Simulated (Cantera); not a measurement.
**Si + Cl₂ + H₂ (chlorosilane synthesis and conversion)**

A closed system holds: 1 mol Si, 2.3 mol Cl₂, 19 mol H₂, at 1.00 bar.

Equilibrium computed with Cantera from the NASA thermochemical tables; the gas is ideal and each condensed phase is pure. Candidate condensed phases: Si; 19 gas species. The tables' values for SiCl₃ are old estimates; treat these amounts as uncertain. Kinetics and transport are ignored.

From 850 K to 1450 K nothing is condensed. The main Si-bearing gas is SiCl₄ at 850 K and SiCl₂ at 1450 K.

```csv
T (K),log p H₂,log p HCl,log p SiCl₄,log p SiCl₂,log p SiHCl₃,log p SiCl₃,log p SiH₂Cl₂,log p SiH₃Cl
850,-0.04,-1.50,-1.33,-7.57,-2.65,-5.38,-5.02,-8.02
900,-0.04,-1.48,-1.34,-6.60,-2.45,-4.81,-4.57,-7.32
950,-0.04,-1.46,-1.36,-5.75,-2.28,-4.31,-4.19,-6.71
1000,-0.04,-1.43,-1.38,-5.00,-2.14,-3.88,-3.87,-6.19
1050,-0.04,-1.40,-1.41,-4.34,-2.03,-3.50,-3.60,-5.75
1100,-0.04,-1.37,-1.44,-3.77,-1.94,-3.17,-3.37,-5.37
1150,-0.04,-1.33,-1.48,-3.26,-1.88,-2.89,-3.18,-5.06
1200,-0.05,-1.29,-1.52,-2.83,-1.84,-2.65,-3.04,-4.81
1250,-0.05,-1.25,-1.58,-2.47,-1.83,-2.45,-2.95,-4.62
1300,-0.05,-1.19,-1.66,-2.18,-1.86,-2.31,-2.90,-4.51
1350,-0.06,-1.14,-1.75,-1.96,-1.91,-2.20,-2.91,-4.45
1400,-0.06,-1.09,-1.88,-1.78,-2.00,-2.14,-2.94,-4.43
1450,-0.06,-1.04,-2.03,-1.65,-2.11,-2.12,-3.01,-4.44
```
log p: log10 of the partial pressure in bar; nothing condenses.
